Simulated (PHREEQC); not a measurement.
Solution (5 °C): 2.4 mmol/kgw H3AsO4, 0.87 mmol/kgw H3PO4 and 2.1 mmol/kgw NaCl. Closed to the air; pH follows from the charge balance.

Computed with PHREEQC (ion-association model, wateq4f.dat).

Precipitation was switched off in this run.

### Question
What pH, ionic strength does the model give?

### Answer
pH 2.63; ionic strength 0.00457 mol/kgw.

### Question
In which forms is As present?

### Answer
H2AsO4- 74 %, H3AsO4 26 % of the As.

H3PO4, which wateq4f.dat lacks, is added to it with the constant of phreeqc.dat. Constants without temperature data keep their 25 °C values here.
